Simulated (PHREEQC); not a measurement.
A column of 0.5 m (40 cells, dispersivity 0.018 m, 3600 s a shift, diffusion coefficient 3e-10 m²/s) holds 0.011 eq of the database's cation exchanger X per kg of pore water, first in equilibrium with 0.011 mol/kgw KCl, 0.011 mol/kgw (NH4)2SO4, 0.037 mol/kgw MnCl2 and 1e-05 mol/kgw HCl. It is flushed with 17 mmol/kgw NaCl, 1.5 mmol/kgw KCl, 1.7 mmol/kgw NH4Cl and 0.01 mmol/kgw HCl, at 25 °C. Values are for the last cell. CO2 from the air is kept out. Nothing may precipitate in this run.

Computed with PHREEQC (ion-association model, phreeqc.dat).

Q: Predict Na in solution (mol/kgw) at pore volumes = 1.012, 1.637, 1.762, 3.138.

A: 
```tsv
pore volumes	Na in solution (mol/kgw)
1.012	0.00781
1.637	0.0140
1.762	0.0145
3.138	0.0164
```
